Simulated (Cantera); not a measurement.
# Hydrocarbon pyrolysis for carbon deposition

A perfectly stirred reactor is fed with CH₄ : H₂ = 5 : 3 (molar parts), at 0.0900 Torr; it is held at 1975 K, and followed from long to short residence time.

Detailed kinetics in Cantera: GRI-Mech 3.0 (53 species, 325 reactions). GRI-Mech 3.0 stops at C3 and has no aromatics, soot or wall deposition, so with more carbon than oxygen in the feed, carbon stays in small species such as C2H2 where larger ones or solid carbon would form. Radical loss at walls, strong at low pressure, is not modelled.

```json
[
 {"τ (s)": "0.36", "x CH₄": "0.354", "x H₂": "0.547", "x C₂H₄": "0.0126", "x C₂H₂": "0.0646", "x C₂H": "3.59e-6", "x CH₃": "0.0201", "x H": "0.00177"},
 {"τ (s)": "0.14", "x CH₄": "0.532", "x H₂": "0.426", "x C₂H₄": "0.00986", "x C₂H₂": "0.0134", "x C₂H": "4.27e-7", "x CH₃": "0.0167", "x H": "0.000792"},
 {"τ (s)": "0.054", "x CH₄": "0.610", "x H₂": "0.381", "x C₂H₄": "0.00137", "x C₂H₂": "0.000494", "x C₂H": "6.00e-9", "x CH₃": "0.00744", "x H": "0.000270"},
 {"τ (s)": "0.021", "x CH₄": "0.621", "x H₂": "0.376", "x C₂H₄": "9.65e-5", "x C₂H₂": "1.14e-5", "x C₂H": "5.57e-11", "x CH₃": "0.00290", "x H": "0.000108"},
 {"τ (s)": "0.0082", "x CH₄": "0.623", "x H₂": "0.375", "x C₂H₄": "5.61e-6", "x C₂H₂": "2.40e-7", "x C₂H": "<1e-12", "x CH₃": "0.00113", "x H": "5.07e-5"},
 {"τ (s)": "0.0032", "x CH₄": "0.624", "x H₂": "0.375", "x C₂H₄": "2.73e-7", "x C₂H₂": "4.42e-9", "x C₂H": "<1e-12", "x CH₃": "0.000433", "x H": "2.85e-5"},
 {"τ (s)": "0.0012", "x CH₄": "0.625", "x H₂": "0.375", "x C₂H₄": "9.02e-9", "x C₂H₂": "5.41e-11", "x C₂H": "<1e-12", "x CH₃": "0.000155", "x H": "1.84e-5"},
 {"τ (s)": "0.00048", "x CH₄": "0.625", "x H₂": "0.375", "x C₂H₄": "2.92e-10", "x C₂H₂": "<1e-12", "x C₂H": "<1e-12", "x CH₃": "5.66e-5", "x H": "1.27e-5"},
 {"τ (s)": "0.00019", "x CH₄": "0.625", "x H₂": "0.375", "x C₂H₄": "9.38e-12", "x C₂H₂": "<1e-12", "x C₂H": "<1e-12", "x CH₃": "1.95e-5", "x H": "7.93e-6"}
]
```
x: mole fraction; the columns are a selection and need not sum to one.
